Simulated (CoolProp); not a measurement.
Values from CoolProp's reference Helmholtz-energy equation of state, Lemmon 2006. It is a short technical equation, of lower accuracy than the large ones.

Question: For carbonyl sulfide, give the phase and the speed of sound (m/s), Joule-Thomson coefficient (K/MPa) at 391 K and 311 kPa.

Answer: 
- 391 K and 311 kPa: gas; speed of sound 255, Joule-Thomson coefficient 10.6
